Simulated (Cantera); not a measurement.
## Equilibrium for fluorocarbon and chlorocarbon gases: CHF3 + H2

Input: 1 mol CHF3, 0.046 mol H2, held at 25000 Pa.

Equilibrium computed with Cantera from the NASA thermochemical tables; the gas is ideal and each condensed phase is pure. Candidate condensed phases: C, C6H6, C7H8, C8H18; 95 gas species. Gases not in the tables: C2F6 and larger saturated fluorocarbons. The numbers say what is thermodynamically allowed, not how fast it happens.

From 1775 K to 2125 K the condensed part is C(graphite). The main C-bearing gas is CF4 throughout. The share of C in condensed phases is highest at 1775 K (52.2 %) and lowest at 2125 K (49.9 %).

| T (K) | log p HF | log p CF4 | log p CF2 | log p F | log p CF3 | log p CF | n C(graphite) |
|---|---|---|---|---|---|---|---|
| 1775 | -0.76 | -1.12 | -3.43 | -4.28 | -4.12 | -7.16 | 0.522 |
| 1825 | -0.76 | -1.12 | -3.21 | -4.02 | -3.94 | -6.77 | 0.521 |
| 1875 | -0.76 | -1.12 | -3.00 | -3.78 | -3.77 | -6.40 | 0.520 |
| 1925 | -0.76 | -1.13 | -2.80 | -3.55 | -3.61 | -6.05 | 0.518 |
| 1975 | -0.76 | -1.13 | -2.61 | -3.33 | -3.46 | -5.72 | 0.515 |
| 2025 | -0.76 | -1.14 | -2.43 | -3.13 | -3.32 | -5.41 | 0.512 |
| 2075 | -0.77 | -1.15 | -2.27 | -2.93 | -3.18 | -5.11 | 0.506 |
| 2125 | -0.77 | -1.16 | -2.11 | -2.75 | -3.06 | -4.83 | 0.499 |
log p: log10 of the partial pressure in bar; n: condensed amount in mol.
